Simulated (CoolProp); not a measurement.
The numbers come from the reference Helmholtz-energy equation of state, Thol 2016 in CoolProp.

### Question
For hexamethyldisiloxane (MM), give the phase and the cv (kJ/(kg K)), Joule-Thomson coefficient (K/MPa) at 152.55 °C and 0.0164 MPa; 28.65 °C and 0.0432 MPa; 293.65 °C and 0.297 MPa.

### Answer
- 152.55 °C and 0.0164 MPa: gas; cv 1.78, Joule-Thomson coefficient 15.5
- 28.65 °C and 0.0432 MPa: liquid; cv 1.55, Joule-Thomson coefficient -0.400
- 293.65 °C and 0.297 MPa: gas; cv 2.11, Joule-Thomson coefficient 7.00
